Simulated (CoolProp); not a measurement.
A single-stage vapour-compression cycle with R404A: evaporating at 209.15 K (dew point), condensing at 259.15 K (bubble point), superheat 10 K, subcooling 8 K, compressor efficiency 0.6, no pressure losses. Each further row changes one setting.

Computed with CoolProp (reference Helmholtz-energy equation of state, Lemmon 2003). It is a pseudo-pure fit of the blend.

| case | cooling COP | pressure ratio | discharge temperature (K) | refrigerating effect (kJ/kg) | volumetric capacity (kJ/m³) |
|---|---|---|---|---|---|
| as stated | ___ | 10.1 | 321.3 | 166 | 342 |
| evaporating temperature 214.15 K | 2.43 | 7.61 | 314.3 | 169 | 456 |
| condensing temperature 254.15 K | ___ | 8.46 | 313.2 | 172 | 355 |
| subcooling 13 K | 2.17 | 10.1 | 321.3 | 172 | 355 |
| superheat 20 K | 2.08 | 10.1 | 333.1 | 173 | 340 |
| compressor efficiency 0.5 | 1.74 | 10.1 | ___ | 166 | 342 |

**Question.** Some entries are withheld; supply them.

**Answer.** 
- as stated, cooling COP: 2.09
- condensing temperature 254.15 K, cooling COP: 2.37
- compressor efficiency 0.5, discharge temperature (K): 337.9
